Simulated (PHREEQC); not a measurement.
Model water analysis in mmol/kgw, 80 °C, pH 6.78:

```tsv
constituent	mmol/kgw
Na	195
K	0.31
Ca	1.6
Mg	22.4
Cl	238
S(6)	2.22
Alkalinity (meq/kgw)	0.294
Sr	0.128
Mn(2)	0.0337
Br	0.0322
```

Valence states are taken as typed.

Model: ion-association model, phreeqc.dat, run in PHREEQC.

No solid was allowed to form.

Question: Order these C species by the share of C that they hold, largest first: NaCO3-, NaHCO3, MgHCO3+, HCO3-, CO2.

Answer: HCO3- (70 %), CO2 (17 %), MgHCO3+ (8.5 %), NaHCO3 (2.8 %), NaCO3- (0.83 %)

The pH is 6.78 and the ionic strength 0.265 mol/kgw. Constants without temperature data keep their 25 °C values here.
